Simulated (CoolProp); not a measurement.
The numbers come from the reference Helmholtz-energy equation of state, Setzmann 1991 in CoolProp.

### Question
For methane, give the phase and the Z, fugacity coefficient at 243.9 K and 18.3 MPa.

### Answer
- 243.9 K and 18.3 MPa: supercritical; Z 0.651, fugacity coefficient 0.558
